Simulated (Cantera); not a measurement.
An isothermal, constant-pressure homogeneous reactor starts with 11.2 % C2H6, 88.8 % N2, at 1475 K and 0.133 bar.

Model: GRI-Mech 3.0 (53 species, 325 reactions), integrated in Cantera. GRI-Mech 3.0 stops at C3 and has no aromatics, soot or wall deposition, so with more carbon than oxygen in the feed, carbon stays in small species such as C2H2 where larger ones or solid carbon would form.

Predict: x(C2H6) at 90.0 s; x(C2H2) at 90.0 s; x(CH4) at 90.0 s; x(HCN) at 90.0 s; x(C2H) at 90.0 s.


| Property | Value |
|---|---|
| x(C2H6) at 90.0 s | 2.22e-7 (gas-phase equilibrium 1.03e-7) |
| x(C2H2) at 90.0 s | 0.0895 (gas-phase equilibrium 0.0470) |
| x(CH4) at 90.0 s | 0.00382 (gas-phase equilibrium 0.00246) |
| x(HCN) at 90.0 s | 1.55e-7 (gas-phase equilibrium 0.0867) |
| x(C2H) at 90.0 s | 1.21e-8 (gas-phase equilibrium 6.37e-9) |
